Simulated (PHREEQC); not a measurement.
Dissolve 0.017 mol/kgw HF, 0.00041 mol/kgw CsF and 1.6e-05 mol/kgw H4SiO4 at 34 °C. Closed to the air; pH follows from the charge balance.

Model: ion-association model, wateq4f.dat, run in PHREEQC.

Each row changes one thing in this solution. No solid was allowed to form.

```csv
case,pH,ionic strength (mol/kgw),H4SiO4 (mol/kgw),SI of Quartz (SiO2)
as made,2.58,0.00324,7.12e-10,-5.29
0.00027 mol/kgw KCl added,2.58,0.00351,7.08e-10,-5.30
CsF replaced by NH4HF2 at the same molality,2.57,0.00328,6.31e-10,-5.35
H4SiO4 from 1.6e-05 to 1.6e-06 mol/kgw,2.58,0.00321,6.92e-11,-6.31
CsF replaced by NaF at the same molality,2.58,0.00324,7.13e-10,-5.29
```

SiF6-2 is the database's only silicon fluoride.
